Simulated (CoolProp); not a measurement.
Vapour-liquid equilibrium of CH2F2 (R32) (1) + R143a (2) at 263 K; x and y are mole fractions of (1).

Computed with CoolProp (multi-fluid Helmholtz-energy mixture model, Tillner-Roth 1997 and Lemmon and Jacobsen 2000; pair parameters Bell 2016).

| x | bubble pressure, mixture model (MPa) | bubble pressure, Raoult's law (MPa) | y, mixture model | y, Raoult's law |
|---|---|---|---|---|
| 0.05 | ? | 0.4527 | 0.077 | 0.064 |
| 0.125 | ? | 0.4627 | 0.180 | 0.157 |
| 0.2 | 0.5022 | 0.4727 | 0.271 | 0.245 |
| 0.275 | 0.5192 | 0.4827 | 0.352 | 0.330 |
| 0.35 | 0.5341 | 0.4927 | ? | 0.412 |
| 0.425 | 0.5470 | 0.5028 | 0.495 | 0.490 |
| 0.5 | ? | 0.5128 | 0.559 | 0.565 |
| 0.575 | 0.5670 | 0.5228 | 0.622 | 0.637 |
| 0.65 | ? | 0.5328 | ? | 0.707 |
| 0.725 | 0.5796 | 0.5429 | 0.745 | 0.774 |
| 0.8 | 0.5828 | 0.5529 | 0.808 | 0.839 |
| 0.875 | 0.5839 | 0.5629 | 0.875 | 0.901 |
| 0.95 | 0.5823 | 0.5729 | 0.947 | 0.961 |

Question: What belongs in the gaps?

Answer: 
- 0.05, bubble pressure, mixture model (MPa): 0.4616
- 0.125, bubble pressure, mixture model (MPa): 0.4830
- 0.35, y, mixture model: 0.426
- 0.5, bubble pressure, mixture model (MPa): 0.5579
- 0.65, bubble pressure, mixture model (MPa): 0.5742
- 0.65, y, mixture model: 0.683

The largest gap from Raoult's law is +8.8 % in bubble pressure, at x = 0.5. y crosses x between x = 0.8 and 0.875: the model has an azeotrope there.

The pair parameters rest on a limited set of measurements; away from them the model extrapolates.
